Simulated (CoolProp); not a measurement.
Vapour-liquid equilibrium of n-heptane (1) + p-xylene (2) at 0.614 MPa; x and y are mole fractions of (1).

Computed with CoolProp (multi-fluid Helmholtz-energy mixture model, Span 2003 and Zhou 2012; pair parameters Bell 2016).

Q: Give the bubble temperature and the first vapour's composition at x = 0.05, 0.5, 0.95. Is there an azeotrope?

A: x = 0.05: 490.4 K, y = 0.106; x = 0.5: 464.6 K, y = 0.671; x = 0.95: 448.9 K, y = 0.972. No azeotrope shows between x = 0.05 and 0.95.

Pair parameters are fitted to limited data, so mixtures are less certain than the pure fluids.
